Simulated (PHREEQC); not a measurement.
Dissolve 0.022 mol Na2CO3 per kg of water at 25 °C. Closed to the air; pH follows from the charge balance.

Model: ion-association model, phreeqc.dat, run in PHREEQC.

Problem. The ionic strength comes out as 0.0542 mol/kgw. What activity coefficients do OH-, NaCO3-, CO3-2, HCO3-, Na+ get?

Solution. OH- 0.81, NaCO3- 0.82, CO3-2 0.46, HCO3- 0.82, Na+ 0.82.

No solid was allowed to form. Species that the database lacks are ignored.
